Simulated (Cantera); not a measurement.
**Adiabatic ignition**

An adiabatic, constant-pressure homogeneous reactor starts with H2 : O2 : N2 = 1 : 0.649 : 1.82 (molar parts), equivalence ratio 0.77, at 1200 K and 10.0 bar.

Cantera simulation using GRI-Mech 3.0 (53 species, 325 reactions); the numbers are that mechanism's predictions, not measurements. The hydrogen kinetics of GRI-Mech 3.0 are dated; newer H2 mechanisms differ, most at raised pressure.

| t (s) | T (K) | x H2 | x O2 | x N2O | x O | x H | x H2O |
|---|---|---|---|---|---|---|---|
| 9.00e-6 | 1200 | 0.288 | 0.187 | 1.49e-12 | 1.00e-8 | 5.00e-8 | 1.84e-6 |
| 1.96e-5 | 1200 | 0.288 | 0.187 | 8.66e-12 | 3.30e-8 | 1.65e-7 | 9.17e-6 |
| 4.29e-5 | 1201 | 0.288 | 0.187 | 1.44e-10 | 5.81e-7 | 2.91e-6 | 0.000182 |
| 9.35e-5 | 2928 | 0.0154 | 0.0459 | 2.25e-6 | 0.00599 | 0.00498 | 0.297 |
| 0.000204 | 2920 | 0.0155 | 0.0429 | 2.34e-6 | 0.00562 | 0.00486 | 0.297 |
| 0.000445 | 2913 | 0.0156 | 0.0407 | 2.48e-6 | 0.00535 | 0.00478 | 0.298 |
| 0.000972 | 2912 | 0.0156 | 0.0403 | 2.51e-6 | 0.00530 | 0.00476 | 0.298 |
| 0.00212 | 2912 | 0.0156 | 0.0403 | 2.52e-6 | 0.00530 | 0.00476 | 0.298 |
| 0.00463 | 2912 | 0.0156 | 0.0403 | 2.52e-6 | 0.00530 | 0.00476 | 0.298 |
| 0.0101 | 2912 | 0.0156 | 0.0403 | 2.52e-6 | 0.00530 | 0.00476 | 0.298 |
| 0.0220 | 2912 | 0.0156 | 0.0403 | 2.52e-6 | 0.00530 | 0.00476 | 0.298 |
| 0.0481 | 2912 | 0.0156 | 0.0403 | 2.52e-6 | 0.00530 | 0.00476 | 0.298 |
| 0.105 | 2912 | 0.0156 | 0.0403 | 2.52e-6 | 0.00530 | 0.00476 | 0.298 |
| 0.229 | 2912 | 0.0156 | 0.0403 | 2.52e-6 | 0.00530 | 0.00476 | 0.298 |
| 0.500 | 2912 | 0.0156 | 0.0403 | 2.52e-6 | 0.00530 | 0.00476 | 0.298 |
x: mole fraction; the columns are a selection and need not sum to one.

The time of steepest temperature rise is 59.0 µs and the temperature at 0.500 s is 2912 K. The equilibrium temperature is 2912 K and the x(H2) at 0.500 s comes out as 0.0156 (gas-phase equilibrium 0.0156). The x(O2) at 0.500 s is 0.0403 (gas-phase equilibrium 0.0403) and the x(N2O) at 0.500 s is 2.52e-6 (gas-phase equilibrium 2.52e-6).
